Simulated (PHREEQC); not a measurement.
A column of 0.5 m (40 cells, dispersivity 0.025 m, 3600 s a shift, diffusion coefficient 3e-10 m²/s) holds 0.0095 eq of the database's cation exchanger X per kg of pore water, first in equilibrium with 0.078 mol/kgw NaCl and 1e-05 mol/kgw HCl. It is flushed with 0.39 mmol/kgw ZnCl2, 12 mmol/kgw MgCl2 and 0.01 mmol/kgw HCl, at 40 °C. Values are for the last cell. No CO2 enters from the air. Precipitation was switched off in this run.

Base run: PHREEQC, ion-association model, phreeqc.dat. Each further column changes one thing. The table gives Zn in solution (mol/kgw).

```tsv
pore volumes	base	exchange capacity from 0.0095 to 0.0047 eq/kgw	dispersivity from 0.025 to 0.05 m
0	0	0	0
0.4125	0	3.84e-14	1.25e-14
0.8125	7.24e-13	2.08e-6	3.26e-8
1.113	2.09e-6	0.000158	7.43e-5
1.512	0.000250	0.000326	0.000247
1.913	0.000351	0.000376	0.000331
2.212	0.000375	0.000386	0.000360
2.612	0.000386	0.000389	0.000378
3.013	0.000389	0.000390	0.000385
```

Constants without temperature data keep their 25 °C values here.
